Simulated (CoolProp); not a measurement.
Properties of R236EA along the isobar 101 kPa (Tc = 412.4 K, pc = 3414 kPa, ω = 0.368).

Computed with CoolProp (reference Helmholtz-energy equation of state, Rui 2013).

```json
[
 {"T (K)": "256.4", "phase": "liquid", "density (kg/m³)": "1551", "cp (kJ/(kg K))": "1.215"},
 {"T (K)": "268.4", "phase": "liquid", "density (kg/m³)": "1517", "cp (kJ/(kg K))": "1.223"},
 {"T (K)": "280.3", "phase": "gas", "density (kg/m³)": "6.887", "cp (kJ/(kg K))": "0.8446"},
 {"T (K)": "292.3", "phase": "gas", "density (kg/m³)": "6.560", "cp (kJ/(kg K))": "0.8597"},
 {"T (K)": "304.3", "phase": "gas", "density (kg/m³)": "6.267", "cp (kJ/(kg K))": "0.8753"},
 {"T (K)": "316.3", "phase": "gas", "density (kg/m³)": "6.003", "cp (kJ/(kg K))": "0.8912"},
 {"T (K)": "328.2", "phase": "gas", "density (kg/m³)": "5.764", "cp (kJ/(kg K))": "0.9071"},
 {"T (K)": "340.2", "phase": "gas", "density (kg/m³)": "5.544", "cp (kJ/(kg K))": "0.9232"},
 {"T (K)": "352.2", "phase": "gas", "density (kg/m³)": "5.342", "cp (kJ/(kg K))": "0.9393"},
 {"T (K)": "364.1", "phase": "gas", "density (kg/m³)": "5.156", "cp (kJ/(kg K))": "0.9550"},
 {"T (K)": "376.1", "phase": "gas", "density (kg/m³)": "4.982", "cp (kJ/(kg K))": "0.9708"},
 {"T (K)": "388.1", "phase": "gas", "density (kg/m³)": "4.821", "cp (kJ/(kg K))": "0.9862"},
 {"T (K)": "400", "phase": "gas", "density (kg/m³)": "4.671", "cp (kJ/(kg K))": "1.001"},
 {"T (K)": "412", "phase": "gas", "density (kg/m³)": "4.529", "cp (kJ/(kg K))": "1.016"}
]
```
